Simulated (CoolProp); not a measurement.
Properties of R227EA at several states.

Model: reference Helmholtz-energy equation of state, Lemmon 2016, in CoolProp.

```csv
T (K),p (MPa),phase,density (kg/m³),speed of sound (m/s),expansivity (1/kK),viscosity (µPa s),conductivity (mW/(m K))
458.1,0.0142,gas,0.6344,153.3,2.190,[?],25.6
318.4,1.82,liquid,1308,351.4,[?],188,55.2
325.6,0.0472,gas,2.992,129.0,3.173,12.7,[?]
419.8,0.511,gas,25.95,141.8,[?],16.4,[?]
296.9,6.02,liquid,[?],[?],2.533,276,[?]
```

Q: Some entries are withheld; supply them.

A: 
- 458.1, viscosity (µPa s): 17.6
- 318.4, expansivity (1/kK): 3.741
- 325.6, conductivity (mW/(m K)): 15.4
- 419.8, expansivity (1/kK): 2.768
- 419.8, conductivity (mW/(m K)): 23.1
- 296.9, density (kg/m³): 1431
- 296.9, speed of sound (m/s): 481.2
- 296.9, conductivity (mW/(m K)): 63.3

Viscosity comes from a separate model (Huber 2003), an estimate that may be off by 10 % or more. Thermal conductivity comes from a separate model (Huber 2003), an estimate that may be off by 10 % or more.
